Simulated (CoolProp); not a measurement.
500 sccm (0 °C, 1 atm) of nitrogen bubbles through liquid toluene at 327.2 K and leaves saturated at a total pressure of 0.15 MPa (ideal gas phase). Each further row changes one setting.

Computed with CoolProp (reference Helmholtz-energy equation of state, Lemmon 2006). It is a short technical equation, of lower accuracy than the large ones.

```tsv
case	vapour pressure (kPa)	mole fraction of vapour	delivery (mg/min)	delivery (sccm)	change of delivery for a bath 1 K warmer (%)
as stated	14.6	0.0971	221	53.8	4.7
bath temperature 332.2 K	…	0.119	…	…	4.6
total pressure 0.3 MPa	14.6	0.0486	105	25.5	…
```

Problem. Complete the blanks.

Solution. 
- bath temperature 332.2 K, vapour pressure (kPa): 17.9
- bath temperature 332.2 K, delivery (mg/min): 278
- bath temperature 332.2 K, delivery (sccm): 67.5
- total pressure 0.3 MPa, change of delivery for a bath 1 K warmer (%): 4.4
